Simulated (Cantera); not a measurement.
A freely propagating, adiabatic, planar premixed flame of C3H8 : O2 : N2 : H2O = 1 : 6.33 : 23.8 : 5.6 (molar parts), unburnt at 475 K and 900 Torr; mixture-averaged transport, grid criteria slope 0.08 and curve 0.16, no radiation.

Model: GRI-Mech 3.0 (53 species, 325 reactions), integrated in Cantera. GRI-Mech 3.0 was tuned for natural gas; its chemistry of propane as a main component is partial and can be far from experiment. Burning velocities carry a grid error of a few per cent, more on coarse grids.

Question: How do the results move with these cheaper or finer settings: unity-Lewis-number transport; multicomponent transport; multicomponent+Soret transport; grid criteria slope 0.5, curve 1; grid criteria slope 0.25, curve 0.5; grid criteria slope 0.03, curve 0.06?

Answer: 
| setting | laminar burning velocity | thermal thickness | peak x(H2O2) | peak x(HCO) | grid points |
|---|---|---|---|---|---|
| as above | 43.8 cm/s | 0.456 mm | 4.84e-5 | 1.95e-5 | 131 |
| unity-Lewis-number transport | 37.9 cm/s | 0.471 mm | 1.80e-5 | 1.86e-5 | 133 |
| multicomponent transport | 44.6 cm/s | 0.462 mm | 4.65e-5 | 1.99e-5 | 131 |
| multicomponent+Soret transport | 44.3 cm/s | 0.462 mm | 4.63e-5 | 2.00e-5 | 131 |
| grid criteria slope 0.5, curve 1 | 49.6 cm/s | 0.487 mm | 5.53e-5 | 1.98e-5 | 33 |
| grid criteria slope 0.25, curve 0.5 | 45.8 cm/s | 0.466 mm | 5.01e-5 | 1.96e-5 | 55 |
| grid criteria slope 0.03, curve 0.06 | 42.5 cm/s | 0.456 mm | 4.78e-5 | 1.91e-5 | 334 |
The base run took very roughly 7 core-seconds.
Unity Lewis numbers drop preferential diffusion, which matters most where H2 and H carry the flame; Soret adds thermal diffusion.
